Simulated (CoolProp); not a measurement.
Vapour pressure (MPa) of isopentane: the reference equation beside estimates from Tc = 460.3 K, pc = 3.378 MPa, ω = 0.227. Clausius-Clapeyron is anchored at 245.4 K with a constant enthalpy of vaporisation of 27.60 kJ/mol.

Computed with CoolProp (reference Helmholtz-energy equation of state, Lemmon 2006). It is a short technical equation, of lower accuracy than the large ones.

| T (K) | reference | Lee-Kesler | Clausius-Clapeyron | Redlich-Kwong | Peng-Robinson |
|---|---|---|---|---|---|
| 245.4 | 0.008858 | 0.008466 | 0.008858 | 0.01777 | 0.009088 |
| 248.6 | 0.01055 | 0.01011 | 0.01054 | 0.02087 | 0.01080 |
| 251.7 | 0.01244 | 0.01195 | 0.01243 | 0.02428 | 0.01270 |
| 254.9 | 0.01468 | 0.01413 | 0.01466 | 0.02824 | 0.01494 |
| 258.1 | 0.01723 | 0.01662 | 0.01723 | 0.03269 | 0.01750 |
| 261.2 | 0.02004 | 0.01937 | 0.02007 | 0.03751 | 0.02031 |
| 264.4 | 0.02331 | 0.02260 | 0.02341 | 0.04305 | 0.02359 |
| 267.5 | 0.02689 | 0.02612 | 0.02708 | 0.04901 | 0.02716 |
| 270.7 | 0.03103 | 0.03021 | 0.03135 | 0.05580 | 0.03130 |
| 273.8 | 0.03553 | 0.03466 | 0.03602 | 0.06305 | 0.03577 |
| 277 | 0.04069 | 0.03979 | 0.04144 | 0.07128 | 0.04092 |
| 280.1 | 0.04626 | 0.04532 | 0.04731 | 0.08000 | 0.04646 |
| 283.3 | 0.05262 | 0.05166 | 0.05409 | 0.08983 | 0.05279 |
| 286.5 | 0.05966 | 0.05869 | 0.06165 | 0.1005 | 0.05979 |

Absolute difference from the reference over all 14 rows, mean and median: Lee-Kesler 3.0 and 3.0 %, Clausius-Clapeyron 1.0 and 0.6 %, Redlich-Kwong 83.9 and 83.5 %, Peng-Robinson 1.2 and 1.1 %.
